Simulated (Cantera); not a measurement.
Mixture: CO : H2 : CH4 : O2 : N2 : H2O = 1 : 0.55 : 0.29 : 1.35 : 5.09 : 0.41 (molar parts), at 91000 Pa, adiabatic and at constant pressure. Ignition delay is the time to a rise of 400 K.

Computed with Cantera and GRI-Mech 3.0 (53 species, 325 reactions).

**Question.** What does this change do: pressure from 91000 Pa to 1000000 Pa?

**Answer.** 
```
quantity                                               before       after
--------------------------------------------------  ---------  ----------
delay at 1175 K                                      0.453 ms    0.222 ms
delay at 1275 K                                      0.204 ms     60.6 µs
delay at 1375 K                                      0.110 ms     24.4 µs
delay at 1475 K                                       68.1 µs     12.2 µs
delay at 1575 K                                       46.0 µs     6.93 µs
delay at 1675 K                                       32.9 µs     4.31 µs
delay at 1775 K                                       24.5 µs     2.88 µs
apparent activation energy between 1575 and 1775 K  73 kJ/mol  100 kJ/mol
```

**Question.** What does this change do: constant volume in place of constant pressure?

**Answer.** 
```
quantity                                               before      after
--------------------------------------------------  ---------  ---------
delay at 1175 K                                      0.453 ms   0.401 ms
delay at 1275 K                                      0.204 ms   0.185 ms
delay at 1375 K                                      0.110 ms   0.102 ms
delay at 1475 K                                       68.1 µs    63.4 µs
delay at 1575 K                                       46.0 µs    42.9 µs
delay at 1675 K                                       32.9 µs    30.5 µs
delay at 1775 K                                       24.5 µs    22.5 µs
apparent activation energy between 1575 and 1775 K  73 kJ/mol  75 kJ/mol
```
